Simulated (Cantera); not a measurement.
**Thermodynamics of carbothermic reduction, feed MgO + CH4 + H2**

A closed system holds: 1 mol MgO, 3.6 mol CH4, 0.58 mol H2, at 2248.15 K and 101000 Pa.

Cantera equilibrium calculation (NASA polynomials, part measured and part estimated; ideal gas, pure solids and liquids). Candidate condensed phases: C, C6H6, C7H8, C8H18, H2O, Mg, MgCO3, MgO, Mg(OH)2; 116 gas species. The tables' values for MgH are old estimates; treat these amounts as uncertain. The numbers say what is thermodynamically allowed, not how fast it happens.

```
Property                              Value
--------------------------------  ---------
x(H2)                                 0.787
x(CO)                                 0.102
x(Mg)                                 0.100
x(H)                                0.00648
x(C2H2 (acetylene))                 0.00261
x(MgH)                              0.00160
x(CH4)                             0.000149
x(CH3)                              2.33e-5
x(C2H4)                             4.09e-6
n(C(graphite))                     2.55 mol
gas amount                        9.802 mol
log10 activity of Mg(l) (absent)      -2.84
```
